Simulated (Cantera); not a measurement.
# Adiabatic ignition

An adiabatic, constant-pressure homogeneous reactor starts with 16.4 % CO, 3.44 % H2, 16.9 % O2, 63.3 % N2, equivalence ratio 0.59, at 1325 K and 4.90 bar.

Computed with Cantera and GRI-Mech 3.0 (53 species, 325 reactions). The hydrogen kinetics of GRI-Mech 3.0 are dated; newer H2 mechanisms differ, most at raised pressure.

```json
[
 {"t (s)": "2.00e-6", "T (K)": "1325", "x CO": "0.164", "x H2": "0.0344", "x O2": "0.169", "x CO2": "2.26e-7", "x NO": "<1e-12", "x H2O2": "2.58e-10", "x O": "1.77e-7"},
 {"t (s)": "4.69e-6", "T (K)": "1325", "x CO": "0.164", "x H2": "0.0344", "x O2": "0.169", "x CO2": "4.90e-6", "x NO": "<1e-12", "x H2O2": "1.00e-8", "x O": "3.93e-6"},
 {"t (s)": "1.10e-5", "T (K)": "1386", "x CO": "0.160", "x H2": "0.0233", "x O2": "0.160", "x CO2": "0.00484", "x NO": "9.83e-8", "x H2O2": "7.09e-6", "x O": "0.00292"},
 {"t (s)": "2.57e-5", "T (K)": "2139", "x CO": "0.0642", "x H2": "0.00213", "x O2": "0.0968", "x CO2": "0.109", "x NO": "4.59e-5", "x H2O2": "3.91e-7", "x O": "0.0181"},
 {"t (s)": "6.02e-5", "T (K)": "2482", "x CO": "0.0333", "x H2": "0.00108", "x O2": "0.0872", "x CO2": "0.144", "x NO": "0.000263", "x H2O2": "1.66e-7", "x O": "0.00726"},
 {"t (s)": "0.000141", "T (K)": "2607", "x CO": "0.0203", "x H2": "0.000642", "x O2": "0.0828", "x CO2": "0.159", "x NO": "0.000832", "x H2O2": "1.81e-7", "x O": "0.00390"},
 {"t (s)": "0.000331", "T (K)": "2626", "x CO": "0.0180", "x H2": "0.000573", "x O2": "0.0814", "x CO2": "0.162", "x NO": "0.00206", "x H2O2": "1.94e-7", "x O": "0.00341"},
 {"t (s)": "0.000775", "T (K)": "2623", "x CO": "0.0178", "x H2": "0.000569", "x O2": "0.0801", "x CO2": "0.162", "x NO": "0.00457", "x H2O2": "1.91e-7", "x O": "0.00332"},
 {"t (s)": "0.00181", "T (K)": "2617", "x CO": "0.0175", "x H2": "0.000562", "x O2": "0.0779", "x CO2": "0.162", "x NO": "0.00886", "x H2O2": "1.87e-7", "x O": "0.00319"},
 {"t (s)": "0.00425", "T (K)": "2610", "x CO": "0.0173", "x H2": "0.000556", "x O2": "0.0756", "x CO2": "0.162", "x NO": "0.0134", "x H2O2": "1.83e-7", "x O": "0.00304"},
 {"t (s)": "0.00996", "T (K)": "2607", "x CO": "0.0172", "x H2": "0.000553", "x O2": "0.0747", "x CO2": "0.163", "x NO": "0.0153", "x H2O2": "1.81e-7", "x O": "0.00299"},
 {"t (s)": "0.0233", "T (K)": "2607", "x CO": "0.0172", "x H2": "0.000553", "x O2": "0.0747", "x CO2": "0.163", "x NO": "0.0154", "x H2O2": "1.81e-7", "x O": "0.00299"},
 {"t (s)": "0.0547", "T (K)": "2607", "x CO": "0.0172", "x H2": "0.000553", "x O2": "0.0747", "x CO2": "0.163", "x NO": "0.0154", "x H2O2": "1.81e-7", "x O": "0.00299"},
 {"t (s)": "0.128", "T (K)": "2607", "x CO": "0.0172", "x H2": "0.000553", "x O2": "0.0747", "x CO2": "0.163", "x NO": "0.0154", "x H2O2": "1.81e-7", "x O": "0.00299"},
 {"t (s)": "0.300", "T (K)": "2607", "x CO": "0.0172", "x H2": "0.000553", "x O2": "0.0747", "x CO2": "0.163", "x NO": "0.0154", "x H2O2": "1.81e-7", "x O": "0.00299"}
]
```
x: mole fraction; the columns are a selection and need not sum to one.

```json
{
  "time_of_steepest_temperature_rise": "12.4 µs",
  "temperature at 0.300 s": "2607 K",
  "equilibrium_temperature": "2607 K",
  "x(CO) at 0.300 s": "0.0172 (gas-phase equilibrium 0.0172)",
  "x(H2) at 0.300 s": "0.000553 (gas-phase equilibrium 0.000553)",
  "x(O2) at 0.300 s": "0.0747 (gas-phase equilibrium 0.0747)"
}
```
